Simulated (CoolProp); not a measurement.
Vapour-liquid equilibrium of m-xylene (1) + n-undecane (2) at 389.4 K; x and y are mole fractions of (1).

The numbers come from the multi-fluid Helmholtz-energy mixture model, Zhou 2012 and Aleksandrov 2011; pair parameters Bell 2016 in CoolProp.

```json
[
 {"x": "0.05", "bubble pressure, mixture model (MPa)": "0.01074", "bubble pressure, Raoult's law (MPa)": "0.01084", "y, mixture model": "?", "y, Raoult's law": "0.243"},
 {"x": "0.125", "bubble pressure, mixture model (MPa)": "?", "bubble pressure, Raoult's law (MPa)": "0.01415", "y, mixture model": "0.451", "y, Raoult's law": "0.465"},
 {"x": "0.2", "bubble pressure, mixture model (MPa)": "0.01701", "bubble pressure, Raoult's law (MPa)": "0.01745", "y, mixture model": "0.589", "y, Raoult's law": "0.604"},
 {"x": "0.275", "bubble pressure, mixture model (MPa)": "0.02016", "bubble pressure, Raoult's law (MPa)": "0.02075", "y, mixture model": "?", "y, Raoult's law": "0.698"},
 {"x": "0.35", "bubble pressure, mixture model (MPa)": "0.02335", "bubble pressure, Raoult's law (MPa)": "0.02405", "y, mixture model": "?", "y, Raoult's law": "0.766"},
 {"x": "0.425", "bubble pressure, mixture model (MPa)": "?", "bubble pressure, Raoult's law (MPa)": "0.02735", "y, mixture model": "?", "y, Raoult's law": "0.818"},
 {"x": "0.5", "bubble pressure, mixture model (MPa)": "0.02985", "bubble pressure, Raoult's law (MPa)": "0.03065", "y, mixture model": "0.852", "y, Raoult's law": "0.859"},
 {"x": "0.575", "bubble pressure, mixture model (MPa)": "0.03318", "bubble pressure, Raoult's law (MPa)": "0.03395", "y, mixture model": "0.887", "y, Raoult's law": "0.892"},
 {"x": "0.65", "bubble pressure, mixture model (MPa)": "0.03656", "bubble pressure, Raoult's law (MPa)": "0.03726", "y, mixture model": "0.916", "y, Raoult's law": "0.919"},
 {"x": "0.725", "bubble pressure, mixture model (MPa)": "0.03998", "bubble pressure, Raoult's law (MPa)": "0.04056", "y, mixture model": "0.940", "y, Raoult's law": "0.941"},
 {"x": "0.8", "bubble pressure, mixture model (MPa)": "0.04344", "bubble pressure, Raoult's law (MPa)": "0.04386", "y, mixture model": "0.960", "y, Raoult's law": "0.961"},
 {"x": "0.875", "bubble pressure, mixture model (MPa)": "0.04691", "bubble pressure, Raoult's law (MPa)": "0.04716", "y, mixture model": "0.977", "y, Raoult's law": "0.977"},
 {"x": "0.95", "bubble pressure, mixture model (MPa)": "0.05037", "bubble pressure, Raoult's law (MPa)": "0.05046", "y, mixture model": "0.992", "y, Raoult's law": "0.991"}
]
```

**Question.** Fill in the missing entries.

**Answer.** 
- 0.05, y, mixture model: 0.233
- 0.125, bubble pressure, mixture model (MPa): 0.01388
- 0.275, y, mixture model: 0.685
- 0.35, y, mixture model: 0.755
- 0.425, bubble pressure, mixture model (MPa): 0.02658
- 0.425, y, mixture model: 0.809

The largest gap from Raoult's law is -2.9 % in bubble pressure, at x = 0.35. No azeotrope shows between x = 0.05 and 0.95.

Pair parameters are fitted to limited data, so mixtures are less certain than the pure fluids.
